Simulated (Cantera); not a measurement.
Charge: 1 mol SiCl4, 0.0037 mol C3H8, a varied amount of H2, held at 1223 K and 135 Torr.

Method: chemical equilibrium by Gibbs-energy minimisation in Cantera with the NASA 1993 tables (ideal gas, pure condensed phases). Candidate condensed phases: C, C6H6, C7H8, C8H18, Si, SiC; 109 gas species. Mutual solubility and eutectic melting of coexisting phases are not modelled. The tables' values for SiCl3 are old estimates; treat these amounts as uncertain. The numbers say what is thermodynamically allowed, not how fast it happens.

log p: log10 of the partial pressure in bar; n: condensed amount in mol.

| n(H2) (mol) | log p H2 | log p HCl | log p SiCl4 | log p SiHCl3 | log p SiCl2 | n Si(s) | n SiC(s) |
|---|---|---|---|---|---|---|---|
| 18 | -0.79 | -2.00 | -2.41 | -2.72 | -2.82 | 0.0955 | 0.0110 |
| 26 | -0.78 | -2.05 | -2.64 | -2.88 | -2.93 | 0.160 | 0.0110 |
| 38 | -0.77 | -2.11 | -2.90 | -3.08 | -3.06 | 0.244 | 0.0109 |
| 55 | -0.77 | -2.18 | -3.19 | -3.29 | -3.21 | 0.344 | 0.0109 |
| 81 | -0.76 | -2.26 | -3.54 | -3.55 | -3.38 | 0.463 | 0.0107 |
| 120 | -0.76 | -2.37 | -3.95 | -3.86 | -3.59 | 0.589 | 0.0106 |
| 170 | -0.75 | -2.47 | -4.38 | -4.17 | -3.80 | 0.692 | 0.0103 |
| 250 | -0.75 | -2.60 | -4.91 | -4.57 | -4.07 | 0.786 | 0.00997 |
| 370 | -0.75 | -2.75 | -5.50 | -5.01 | -4.36 | 0.856 | 0.00941 |
| 540 | -0.75 | -2.90 | -6.10 | -5.46 | -4.66 | 0.902 | [?] |
| 800 | -0.75 | -3.06 | -6.75 | -5.95 | -4.99 | 0.934 | [?] |
| 1200 | -0.75 | -3.23 | -7.44 | -6.46 | -5.33 | 0.956 | [?] |
| 1700 | -0.75 | -3.38 | -8.03 | -6.91 | -5.63 | 0.969 | [?] |

### Question
Fill in the missing entries.

### Answer

- 540, n SiC(s): 0.00862
- 800, n SiC(s): 0.00742
- 1200, n SiC(s): 0.00556
- 1700, n SiC(s): 0.00324
